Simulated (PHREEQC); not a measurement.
30 mol of Gypsum (CaSO4:2H2O) is brought to equilibrium with 1 kg of water, at 6 °C and several pressures. The system is closed to CO2. Solids allowed: Gypsum. Others were left out.

Model: Pitzer model, pitzer.dat, run in PHREEQC.

```json
[
 {"P (atm)": "1", "dissolved Ca (mol/kgw)": "0.0135", "dissolved S (mol/kgw)": "0.0135"},
 {"P (atm)": "50", "dissolved Ca (mol/kgw)": "0.0145", "dissolved S (mol/kgw)": "0.0145"},
 {"P (atm)": "100", "dissolved Ca (mol/kgw)": "0.0154", "dissolved S (mol/kgw)": "0.0154"},
 {"P (atm)": "200", "dissolved Ca (mol/kgw)": "0.0173", "dissolved S (mol/kgw)": "0.0173"},
 {"P (atm)": "300", "dissolved Ca (mol/kgw)": "0.0189", "dissolved S (mol/kgw)": "0.0189"},
 {"P (atm)": "400", "dissolved Ca (mol/kgw)": "0.0205", "dissolved S (mol/kgw)": "0.0205"},
 {"P (atm)": "500", "dissolved Ca (mol/kgw)": "0.0218", "dissolved S (mol/kgw)": "0.0218"},
 {"P (atm)": "600", "dissolved Ca (mol/kgw)": "0.0228", "dissolved S (mol/kgw)": "0.0228"},
 {"P (atm)": "800", "dissolved Ca (mol/kgw)": "0.0243", "dissolved S (mol/kgw)": "0.0243"},
 {"P (atm)": "1000", "dissolved Ca (mol/kgw)": "0.0249", "dissolved S (mol/kgw)": "0.0249"}
]
```

At this temperature some constants are extrapolated from 25 °C, and those without enthalpy data are left unchanged.
